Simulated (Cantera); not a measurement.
A closed system holds: 1 mol SiH4, 0.29 mol HCl, 3.2 mol H2, at 0.240 bar.

Equilibrium computed with Cantera from the NASA thermochemical tables; the gas is ideal and each condensed phase is pure. Candidate condensed phases: Si; 19 gas species. The tables' values for SiCl3, SiCl are old estimates; treat these amounts as uncertain. Gases not in the tables: Si2H6 and higher silanes. Rates play no part.

x: gas mole fraction; n: condensed amount in mol.

```tsv
T (°C)	x H2	x HCl	x SiCl2	x SiCl4	x SiHCl3	n Si(s)	n Si(l)
877	0.968	0.0227	0.00117	0.00387	___	0.949	0
952	0.962	0.0305	0.00237	0.00214	___	0.958	0
1027	0.957	0.0363	0.00367	0.000885	___	0.964	0
1102	0.955	0.0392	0.00463	0.000297	___	0.967	0
1177	0.954	0.0402	0.00523	9.39e-5	___	0.967	0
1252	0.954	0.0404	0.00561	3.10e-5	___	0.967	0
1327	0.953	0.0404	0.00589	1.11e-5	___	0.966	0
1402	0.953	0.0402	0.00610	4.29e-6	___	0.966	0
1477	0.953	0.0409	0.00582	1.74e-6	___	0	0.967
1552	0.952	0.0417	0.00545	7.53e-7	___	0	0.969
1627	0.951	0.0423	0.00510	3.46e-7	___	0	0.971
```

**Question.** What belongs in the gaps?

**Answer.** 
- 877, x SiHCl3: 0.00335
- 952, x SiHCl3: 0.00210
- 1027, x SiHCl3: 0.00106
- 1102, x SiHCl3: 0.000461
- 1177, x SiHCl3: 0.000192
- 1252, x SiHCl3: 8.27e-5
- 1327, x SiHCl3: 3.78e-5
- 1402, x SiHCl3: 1.84e-5
- 1477, x SiHCl3: 8.99e-6
- 1552, x SiHCl3: 4.59e-6
- 1627, x SiHCl3: 2.46e-6
